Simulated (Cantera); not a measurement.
**Low-pressure radical oxidation in H2/O2**

An isothermal, constant-pressure homogeneous reactor starts with 27.0 % H2, 73.0 % O2, equivalence ratio 0.18, at 1325 K and 1330 Pa.

Detailed kinetics in Cantera: the H2/O2 subset of GRI-Mech 3.0, which has no nitrogen chemistry. Radical loss at walls, strong at low pressure, is not modelled. The temperature is held fixed by assumption; the heat of reaction is taken as removed at once.

```tsv
t (s)	x H2	x O2	x OH	x O	x H2O2	x HO2	x H
0.000100	0.270	0.730	1.28e-7	1.79e-7	4.48e-10	1.54e-7	3.62e-7
0.000305	0.270	0.730	2.02e-5	2.86e-5	4.19e-9	5.37e-7	5.47e-5
0.000932	0.0189	0.580	0.0182	0.0914	3.31e-7	7.03e-6	0.0968
0.00285	0.0152	0.590	0.0168	0.0850	3.31e-7	7.41e-6	0.0808
0.00869	0.0114	0.623	0.0149	0.0574	3.94e-7	8.22e-6	0.0458
0.0265	0.00381	0.668	0.00890	0.0174	3.84e-7	7.66e-6	0.00770
0.0809	0.000429	0.685	0.00301	0.00191	1.67e-7	2.87e-6	0.000279
0.247	4.78e-5	0.687	0.00101	0.000213	5.10e-8	5.33e-7	1.04e-5
0.754	8.13e-6	0.688	0.000419	3.65e-5	1.61e-8	1.23e-7	7.40e-7
2.30	1.89e-6	0.688	0.000203	8.53e-6	5.50e-9	5.87e-8	8.35e-8
7.03	6.27e-7	0.688	0.000117	2.84e-6	2.47e-9	6.25e-8	1.60e-8
21.5	4.43e-7	0.688	9.82e-5	2.00e-6	1.99e-9	6.89e-8	9.55e-9
65.5	4.40e-7	0.688	9.79e-5	1.99e-6	1.98e-9	6.91e-8	9.46e-9
200	4.40e-7	0.688	9.79e-5	1.99e-6	1.98e-9	6.91e-8	9.46e-9
```
x: mole fraction; the columns are a selection and need not sum to one.

Equilibrium at this temperature and pressure: H2 4.40e-7, O2 0.688, OH 9.79e-5, O 1.99e-6, H2O2 1.98e-9, HO2 6.91e-8, H 9.46e-9 (gas phase only).
